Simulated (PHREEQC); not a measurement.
A solution holds 0.0072 mol NaOH, 0.0034 mol NaAlO2 and 0.013 mol K2CO3 per kg of water, at 85 °C. Closed to the air; pH follows from the charge balance.

All values are PHREEQC results (ion-association model, wateq4f.dat), not measurements.

| quantity | before | after |
|---|---|---|
| pH | 10.39 | 8.80 |
| ionic strength (mol/kgw) | 0.0388 | 0.000372 |
| CO3-2 (mol/kgw) | 0.00661 | 6.23e-6 |
| Na+ (mol/kgw) | 0.00623 | 0.000106 |
| NaCO3- (mol/kgw) | 0.00437 | 1.38e-7 |
| HCO3- (mol/kgw) | 0.00202 | 0.000123 |
| SI of Boehmite (AlOOH) | -0.50 | -0.83 |
| SI of Gibbsite (Al(OH)3) | -0.68 | -1.02 |

**Question.** Name the change that produced these shifts.
(A) NaOH left out
(B) NaOH from 0.0072 to 0.0036 mol/kgw
(C) NaOH from 0.0072 to 0.00648 mol/kgw
(D) diluted 100-fold with water
(E) 0.023 mol/kgw HNO3 added

**Answer.** D, diluted 100-fold with water

This is a speciation only: nothing precipitates in the calculation. Away from 25 °C the constants follow the database's enthalpies or fits; those with neither stay at their 25 °C values.
